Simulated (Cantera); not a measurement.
An isothermal, constant-pressure homogeneous reactor starts with N2O : N2 = 0.19 : 0.16 (molar parts), at 1100 K and 0.560 bar.

Detailed kinetics in Cantera: GRI-Mech 3.0 (53 species, 325 reactions). GRI-Mech 3.0 was tuned for natural gas; its chemistry of N2O as a main component is partial and can be far from experiment. The mechanism lacks the step 2 NO + O2 → 2 NO2, which can matter for NO2 below about 1400 K. The temperature is held fixed by assumption; the heat of reaction is taken as removed at once.

### Question
Predict: x(N2O) at 10.0 s; x(NO) at 10.0 s; x(N2) at 10.0 s; x(NO2) at 10.0 s; x(O2) at 10.0 s; x(O) at 10.0 s.

### Answer
| Property | Result |
|---|---|
| x(N2O) at 10.0 s | 0.333 (gas-phase equilibrium 4.84e-9) |
| x(NO) at 10.0 s | 0.0107 (gas-phase equilibrium 8.61e-5) |
| x(N2) at 10.0 s | 0.579 (gas-phase equilibrium 0.786) |
| x(NO2) at 10.0 s | 8.17e-5 (gas-phase equilibrium 1.85e-6) |
| x(O2) at 10.0 s | 0.0770 (gas-phase equilibrium 0.213) |
| x(O) at 10.0 s | 2.67e-7 (gas-phase equilibrium 1.55e-9) |
